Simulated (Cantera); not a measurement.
A closed system holds: 1 mol MgO, 1.4 mol H2S, 32 mol N2, held at 1425 K and 0.290 bar.

Equilibrium computed with Cantera from the NASA thermochemical tables; the gas is ideal and each condensed phase is pure. Candidate condensed phases: H2O, H2SO4, Mg, MgO, Mg(OH)2, MgS, MgSO4, S; 43 gas species. Mutual solubility and eutectic melting of coexisting phases are not modelled. Kinetics and transport are ignored.

**Question.** What is the equilibrium state?

**Answer.** 
```json
{
 "x(N2)": "0.944",
 "x(H2)": "0.0295",
 "x(S2)": "0.0147",
 "x(H2S)": "0.0103",
 "x(H2O)": "0.00141",
 "x(SH)": "0.000246",
 "x(S)": "3.66e-6",
 "x(H)": "2.18e-6",
 "x(SO)": "1.92e-6",
 "n(MgO(s))": "0.952 mol",
 "n(MgS(s))": "0.0481 mol",
 "gas_amount": "33.90 mol",
 "log10 activity of S(l) (absent)": "-2.31",
 "log10 activity of Mg(l) (absent)": "-8.78"
}
```
